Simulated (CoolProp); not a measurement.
Vapour-liquid equilibrium of acetone (1) + toluene (2) at 0.38 MPa; x and y are mole fractions of (1).

The numbers come from the multi-fluid Helmholtz-energy mixture model, Lemmon 2006 and Lemmon 2006; pair parameters Bell 2016 in CoolProp.

```
x      bubble temperature, mixture model (K)  bubble temperature, Raoult's law (K)  y, mixture model  y, Raoult's law
-----  -------------------------------------  ------------------------------------  ----------------  ---------------
0.05                                   428.9                                 431.3             0.199            0.176
0.125                                  418.5                                 422.7             0.399            0.372
0.2                                    410.5                                 415.4             0.531            0.515
0.275                                  404.3                                 409.2             0.624            0.622
0.35                                   399.3                                 403.7             0.694            0.704
0.425                                  395.0                                 398.8             0.748            0.769
0.5                                    391.4                                 394.5             0.793            0.821
0.575                                  388.2                                 390.6             0.832            0.863
0.65                                   385.3                                 387.1             0.867            0.898
0.725                                  382.6                                 383.8             0.898            0.927
0.8                                    380.1                                 380.8             0.927            0.951
0.875                                  377.7                                 378.1             0.955            0.972
0.95                                   375.4                                 375.5             0.982            0.989
```

The largest gap from Raoult's law is -4.9 K in bubble temperature, at x = 0.275. No azeotrope shows between x = 0.05 and 0.95.

The pair parameters rest on a limited set of measurements; away from them the model extrapolates.
